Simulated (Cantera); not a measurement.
**Thermodynamics of hydrogen reduction and annealing atmospheres, feed Fe2O3 + H2**

Charge: 1 mol Fe2O3, 590 mol H2, equilibrated at 0.0133 bar.

These are equilibrium values from Cantera (NASA tables, ideal gas, pure condensed phases), not measurements of a reactor. Candidate condensed phases: Fe, FeO, Fe(OH)2, Fe(OH)3, Fe2O3, Fe3O4, H2O; 12 gas species. The numbers say what is thermodynamically allowed, not how fast it happens.

At 1000 K the condensed part is Fe(α). From 1200 K to 1600 K the condensed part is Fe(γ). At 1800 K the condensed part is Fe(δ). From 2000 K to 2200 K nothing is condensed.

| T (K) | x H2 | x H | x H2O | x Fe | x OH | x O | x FeO | x Fe(OH)2 | n Fe(α) | n Fe(γ) | n Fe(δ) |
|---|---|---|---|---|---|---|---|---|---|---|---|
| 1000 | 0.995 | 1.96e-8 | 0.00508 | 1.12e-12 | <1e-12 | <1e-12 | <1e-12 | 1.64e-12 | 2.00 | 0 | 0 |
| 1200 | 0.995 | 1.70e-6 | 0.00508 | 3.72e-9 | 6.96e-11 | <1e-12 | <1e-12 | 3.96e-11 | 0 | 2.00 | 0 |
| 1400 | 0.995 | 4.20e-5 | 0.00508 | 1.15e-6 | 4.27e-9 | <1e-12 | 1.48e-11 | 3.86e-10 | 0 | 2.00 | 0 |
| 1600 | 0.994 | 0.000470 | 0.00508 | 8.22e-5 | 9.40e-8 | 3.69e-11 | 2.51e-9 | 2.16e-9 | 0 | 1.95 | 0 |
| 1800 | 0.990 | 0.00308 | 0.00506 | 0.00221 | 1.04e-6 | 2.52e-9 | 1.32e-7 | 8.22e-9 | 0 | 0 | 0.691 |
| 2000 | 0.978 | 0.0139 | 0.00502 | 0.00335 | 7.15e-6 | 7.44e-8 | 3.44e-7 | 2.66e-9 | 0 | 0 | 0 |
| 2200 | 0.944 | 0.0474 | 0.00491 | 0.00330 | 3.44e-5 | 1.20e-6 | 5.28e-7 | 7.46e-10 | 0 | 0 | 0 |
x: gas mole fraction; n: condensed amount in mol.
